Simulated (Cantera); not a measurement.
A perfectly stirred reactor is fed with CH4 : H2 = 1 : 1.8 (molar parts), at 35.0 Pa; it is held at 1050 K, and followed from long to short residence time.

Detailed kinetics in Cantera: GRI-Mech 3.0 (53 species, 325 reactions). GRI-Mech 3.0 stops at C3 and has no aromatics, soot or wall deposition, so with more carbon than oxygen in the feed, carbon stays in small species such as C2H2 where larger ones or solid carbon would form. Radical loss at walls, strong at low pressure, is not modelled.

What does this change do: temperature 1050 to 1625 K?


| quantity | before | after |
|---|---|---|
| x(CH4) at τ = 16.0 s | 0.357 | 0.132 |
| x(H2) at τ = 16.0 s | 0.643 | 0.783 |
| x(C2H6) at τ = 16.0 s | <1e-12 | 1.67e-5 |
| x(H) at τ = 16.0 s | 4.20e-10 | 0.000659 |
| x(CH3) at τ = 16.0 s | 4.16e-9 | 0.00222 |
| x(CH4) at τ = 0.330 s | 0.357 | 0.356 |
| x(H2) at τ = 0.330 s | 0.643 | 0.643 |
| x(C2H6) at τ = 0.330 s | <1e-12 | 2.02e-6 |
| x(H) at τ = 0.330 s | 8.92e-12 | 5.44e-5 |
| x(CH3) at τ = 0.330 s | 8.55e-11 | 0.000606 |
